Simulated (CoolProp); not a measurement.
Saturation properties of propane.

Model: reference Helmholtz-energy equation of state, Lemmon 2009, in CoolProp.

```
T (°C)  p (bar)  vapour density (kg/m³)  liquid cp (kJ/(kg K))  vapour viscosity (µPa s)  liquid conductivity (mW/(m K))
------  -------  ----------------------  ---------------------  ------------------------  ------------------------------
-14.65    2.952                   6.576                  2.393                      7.03                             114
-9.15     3.551                   7.839                  2.429                      7.18                             111
-3.55     4.251                   9.311                  2.467                      7.34                             108
1.95      5.033                   10.96                  2.508                      7.51                             105
7.55      5.936                   12.87                  2.553                      7.68                             102
13.05     6.933                   14.99                  2.600                      7.85                            99.6
18.65     8.071                   17.44                  2.653                      8.04                            96.9
24.15     9.316                   20.17                  2.710                      8.24                            94.3
29.75     10.72                   23.30                  2.774                      8.45                            91.7
```

It boils at -42.1 °C under 1 atm.

Viscosity comes from a separate model (Vogel 1998). Thermal conductivity comes from a separate model (Marsh 2002).
